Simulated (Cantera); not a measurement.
An adiabatic, constant-pressure homogeneous reactor starts with CH₃OH : O₂ : N₂ : H₂O = 1 : 2.24 : 8.42 : 0.68 (molar parts), equivalence ratio 0.67, at 1775 K and 500000 Pa.

Model: GRI-Mech 3.0 (53 species, 325 reactions), integrated in Cantera. GRI-Mech 3.0 was tuned for natural gas; its chemistry of methanol as a main component is partial and can be far from experiment.

Question: Predict: time of steepest temperature rise; temperature at 9.00 s; equilibrium temperature; x(O₂) at 9.00 s; x(H₂O) at 9.00 s; x(HCO) at 9.00 s; x(H) at 9.00 s.

Answer: time of steepest temperature rise: 6.53 µs
temperature at 9.00 s: 2744 K
equilibrium temperature: 2744 K
x(O₂) at 9.00 s: 0.0529 (gas-phase equilibrium 0.0529)
x(H₂O) at 9.00 s: 0.188 (gas-phase equilibrium 0.188)
x(HCO) at 9.00 s: 1.78e-8 (gas-phase equilibrium 1.78e-8)
x(H) at 9.00 s: 0.00241 (gas-phase equilibrium 0.00241)
